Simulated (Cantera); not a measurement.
A closed system holds: 1 mol SiH4, 0.23 mol HCl, 11 mol H2, at 12000 Pa.

Cantera equilibrium calculation (NASA polynomials, part measured and part estimated; ideal gas, pure solids and liquids). Candidate condensed phases: Si; 19 gas species. Gases not in the tables: Si2H6 and higher silanes. Equilibrium is a limit: real reactors are often held back by kinetics, nucleation or transport.

### Question
What share of the Si ends up in condensed phases as a function of T (°C), at 950, 1050, 1150, 1250, 1350, 1450, 1550, 1650, 1750, 1850, 1950, 2050, 2150, 2250?

### Answer
```tsv
T (°C)	Si condensed (%)	as
950	98.8	Si(s)
1050	99.0	Si(s)
1150	98.9	Si(s)
1250	98.9	Si(s)
1350	98.8	Si(s)
1450	98.8	Si(l)
1550	98.9	Si(l)
1650	98.7	Si(l)
1750	98.2	Si(l)
1850	96.5	Si(l)
1950	92.5	Si(l)
2050	83.1	Si(l)
2150	62.5	Si(l)
2250	18.4	Si(l)
```
